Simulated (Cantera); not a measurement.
A freely propagating, adiabatic, planar premixed flame of 22.6 % H2, 13.5 % O2, 62.0 % N2, 1.95 % H2O, unburnt at 400 K and 1.00 bar; mixture-averaged transport, grid criteria slope 0.08 and curve 0.16, no radiation.

Detailed kinetics in Cantera: the H2/O2 subset of GRI-Mech 3.0, which has no nitrogen chemistry. Burning velocities carry a grid error of a few per cent, more on coarse grids.

x: mole fraction of selected species; z is measured from the peak of heat release.

```json
[
 {"z (mm)": "-1.18", "T (K)": "400", "u (m/s)": "2.06", "x H2": "0.226", "x O2": "0.135", "x H2O": "0.0195", "x H": "<1e-8", "x O": "<1e-8", "x H2O2": "<1e-8"},
 {"z (mm)": "-0.789", "T (K)": "400", "u (m/s)": "2.06", "x H2": "0.226", "x O2": "0.135", "x H2O": "0.0195", "x H": "<1e-8", "x O": "<1e-8", "x H2O2": "<1e-8"},
 {"z (mm)": "-0.592", "T (K)": "400", "u (m/s)": "2.06", "x H2": "0.226", "x O2": "0.135", "x H2O": "0.0195", "x H": "<1e-8", "x O": "<1e-8", "x H2O2": "<1e-8"},
 {"z (mm)": "-0.395", "T (K)": "401", "u (m/s)": "2.06", "x H2": "0.224", "x O2": "0.135", "x H2O": "0.0195", "x H": "<1e-8", "x O": "…", "x H2O2": "6.63e-8"},
 {"z (mm)": "-0.197", "T (K)": "431", "u (m/s)": "2.17", "x H2": "0.207", "x O2": "0.137", "x H2O": "0.0215", "x H": "3.31e-6", "x O": "…", "x H2O2": "1.59e-5"},
 {"z (mm)": "-0.0987", "T (K)": "671", "u (m/s)": "3.27", "x H2": "0.167", "x O2": "0.132", "x H2O": "0.0448", "x H": "0.00119", "x O": "…", "x H2O2": "6.32e-5"},
 {"z (mm)": "0", "T (K)": "1073", "u (m/s)": "5.10", "x H2": "0.105", "x O2": "0.105", "x H2O": "0.108", "x H": "0.01000", "x O": "…", "x H2O2": "1.48e-5"},
 {"z (mm)": "0.0987", "T (K)": "1366", "u (m/s)": "6.44", "x H2": "0.0511", "x O2": "0.0664", "x H2O": "0.179", "x H": "0.0197", "x O": "…", "x H2O2": "4.83e-6"},
 {"z (mm)": "0.197", "T (K)": "1529", "u (m/s)": "7.18", "x H2": "0.0279", "x O2": "0.0455", "x H2O": "0.214", "x H": "0.0206", "x O": "…", "x H2O2": "2.92e-6"},
 {"z (mm)": "0.395", "T (K)": "1688", "u (m/s)": "7.88", "x H2": "0.0189", "x O2": "0.0359", "x H2O": "0.232", "x H": "0.0147", "x O": "…", "x H2O2": "1.43e-6"},
 {"z (mm)": "0.789", "T (K)": "1824", "u (m/s)": "8.45", "x H2": "0.0145", "x O2": "0.0320", "x H2O": "0.244", "x H": "0.00807", "x O": "…", "x H2O2": "7.20e-7"},
 {"z (mm)": "1.58", "T (K)": "1929", "u (m/s)": "8.88", "x H2": "0.00953", "x O2": "0.0291", "x H2O": "0.254", "x H": "0.00362", "x O": "…", "x H2O2": "4.13e-7"},
 {"z (mm)": "3.16", "T (K)": "1999", "u (m/s)": "9.16", "x H2": "0.00524", "x O2": "0.0273", "x H2O": "0.262", "x H": "0.00131", "x O": "…", "x H2O2": "2.56e-7"}
]
```

Q: Complete the blanks.

A: 
- -0.395, x O: 1.56e-8
- -0.197, x O: 1.70e-6
- -0.0987, x O: 0.000111
- 0, x O: 0.00177
- 0.0987, x O: 0.00536
- 0.197, x O: 0.00685
- 0.395, x O: 0.00613
- 0.789, x O: 0.00419
- 1.58, x O: 0.00244
- 3.16, x O: 0.00122
